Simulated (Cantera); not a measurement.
Feed: 1 mol Si, 0.036 mol H₂O, 13 mol H₂, 0.044 mol CO₂, at 1223.15 K and 10000 Pa.

Equilibrium computed with Cantera from the NASA thermochemical tables; the gas is ideal and each condensed phase is pure. Candidate condensed phases: C, C₆H₆, C₇H₈, C₈H₁₈, H₂O, Si, SiC, SiO₂; 123 gas species. Mutual solubility and eutectic melting of coexisting phases are not modelled. The tables hold silica as quartz up to 1696 K and as liquid above; real silica turns to tridymite and cristobalite and melts near 1996 K. Equilibrium is a limit: real reactors are often held back by kinetics, nucleation or transport.

Base state: H₂ 1.000, SiO 1.03e-5 (mole fractions); condensed: Si(s) + SiC(s) + SiO₂(β-quartz).

Q: What changes in the equilibrium state with this change: H₂O from 0.036 to 2.8 mol?

A: 
```csv
species,before,after
H₂,1.000,0.944
H₂O,8.52e-8,0.0532
CO,8.23e-8,0.00267
SiO,1.03e-5,<1e-9
CO₂,<1e-9,0.000103
"Si(s), mol",0.894,0
"SiC(s), mol",0.0440,0
"SiO₂(β-quartz), mol",0.0619,1.00
```
